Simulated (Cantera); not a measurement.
Cantera run:

```python
import numpy as np
import cantera as ct

gas_names = """
    Fe FeO Fe(OH)2 H HO2 H2 H2O H2O2 H2S H2SO4 O OH O2 O3 S SH SO SO2 SO3 S2 S2O S8
""".split()
cond_names = """
    Fe(a) Fe(c) Fe(d) Fe(L) FeO(s) FeO(L) Fe(OH)2(s) Fe(OH)3(s) FeS(a) FeS(b) FeS(c) FeS(L) FeSO4(s)
    FeS2(s) Fe2O3(s) Fe2S3O12(s) Fe3O4(s) H2O(s) H2O(L) H2SO4(L) S(cr1) S(cr2) S(L)
""".split()


# ... load() reads the species with a 1 bar reference pressure and builds the phases ...
atoms = {
    'FeS': {'Fe': 1, 'S': 1},
    'H2': {'H': 2},
    'H2O': {'H': 2, 'O': 1},
}
top_T = {'FeSO4(s)': 950, 'FeS2(s)': 1010, 'Fe2O3(s)': 1830, 'Fe2S3O12(s)': 1100, 'Fe3O4(s)': 1870}  # K; cautious upper limits of use, not melting points


# ... equilibrate(T, P, feed) seeds the gas with the atoms and calls Mixture.equilibrate('TP', solver="vcs", rtol=1e-11, max_steps=5000) ...
results = []
feed = {'FeS': 1, 'H2': 170, 'H2O': 5.9}  # mol
P = 8900  # Pa
for T in [1673, 1748, 1823, 1898, 1973, 2048, 2123, 2198]:
    mix = equilibrate(T, P, feed)
    results.append((T, P, feed, dict(zip(mix.species_names, mix.species_moles))))

top = {s: max(r[3][s] / sum(r[3][g] for g in gas_names) for r in results) for s in gas_names}
cols = sorted((s for s in top if top[s] > 1e-05), key=lambda s: -top[s])[:8]
seen = [c for c in cond_names if any(r[3].get(c, 0) > 1e-12 for r in results)]
print("log10 of partial pressures in bar; condensed amounts in mol")
print(f"{'T/K':>10s}" + "".join(f"{s[:9]:>10s}" for s in cols + seen))
for T, P, feed, n in results:
    ng = sum(n[g] for g in gas_names)
    print(f"{T:10.4g}" + "".join(f"{np.log10(max(n[s] / ng * P / 1e5, 1e-99)):10.3f}" for s in cols)
          + "".join(f"{n.get(c, 0):10.4g}" for c in seen))
```

It prints:

```
log10 of partial pressures in bar; condensed amounts in mol
       T/K        H2       H2O         H        Fe       H2S        SH         S        S2     Fe(d)     Fe(L)
      1673    -1.068    -2.525    -4.478    -5.397    -3.339    -4.563    -6.113    -5.010     0.992         0
      1748    -1.068    -2.526    -4.175    -4.869    -3.366    -4.369    -5.727    -4.821    0.9732         0
      1823    -1.069    -2.526    -3.898    -4.390    -3.404    -4.204    -5.385    -4.672         0    0.9193
      1898    -1.069    -2.527    -3.642    -3.964    -3.452    -4.065    -5.084    -4.562         0    0.7843
      1973    -1.071    -2.529    -3.405    -3.572    -3.512    -3.952    -4.820    -4.489         0    0.4662
      2048    -1.073    -2.531    -3.187    -3.301    -3.583    -3.863    -4.589    -4.450         0         0
      2123    -1.075    -2.533    -2.983    -3.302    -3.663    -3.793    -4.389    -4.443         0         0
      2198    -1.078    -2.535    -2.793    -3.304    -3.753    -3.744    -4.217    -4.465         0         0
```

Cantera equilibrium calculation (NASA polynomials, part measured and part estimated; ideal gas, pure solids and liquids).
